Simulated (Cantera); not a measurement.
A closed system holds: 1 mol SiC, 0.016 mol N₂O, 1.8 mol H₂, 0.38 mol CO₂, held at 1627 °C and 0.690 bar.

Method: chemical equilibrium by Gibbs-energy minimisation in Cantera with the NASA 1993 tables (ideal gas, pure condensed phases). Candidate condensed phases: C, C₆H₆, C₇H₈, C₈H₁₈, H₂O, Si, SiC, SiO₂, Si₂N₂O, Si₃N₄; 151 gas species. Gases not in the tables: Si₂H₆ and higher silanes. Equilibrium is a limit: real reactors are often held back by kinetics, nucleation or transport.

Base state: H₂ 0.694, CO 0.223, SiO 0.0764, N₂ 0.00612, H 0.000796, H₂O 0.000130, HCN 9.26e-5, CH₄ 2.72e-5 (mole fractions); condensed: SiC(s).

### Question
What changes in the equilibrium state with this change: temperature from 1627 °C to 1725 °C?

### Answer
```csv
species,before,after
H₂,0.694,0.693
CO,0.223,0.223
SiO,0.0764,0.0764
H,0.000796,0.00161
Si,4.65e-6,2.04e-5
C₂H₂ (acetylene),5.64e-6,1.42e-5
SiH₂,1.03e-5,2.41e-5
H₂O,0.000130,7.64e-5
HCN,9.26e-5,0.000156
"SiC(s), mol",0.802,0.802
```

### Question
What changes in the equilibrium state with this change: temperature from 1627 °C to 1402 °C?

### Answer
```
species                before     after
-------------------  --------  --------
H₂                      0.694     0.771
CO                      0.223     0.224
N₂                    0.00612   0.00234
SiO                    0.0764   0.00181
SiH₂                  1.03e-5   1.70e-7
CH₄                   2.72e-5  0.000338
H                    0.000796  0.000123
C₂H₂ (acetylene)      5.64e-6   2.09e-5
SiC(s), mol             0.802     0.856
SiO₂(β-quartz), mol         0     0.119
Si₂N₂O(s), mol              0    0.0104
```
Mutual solubility and eutectic melting of coexisting phases are not modelled. The tables hold silica as quartz up to 1696 K and as liquid above; real silica turns to tridymite and cristobalite and melts near 1996 K.
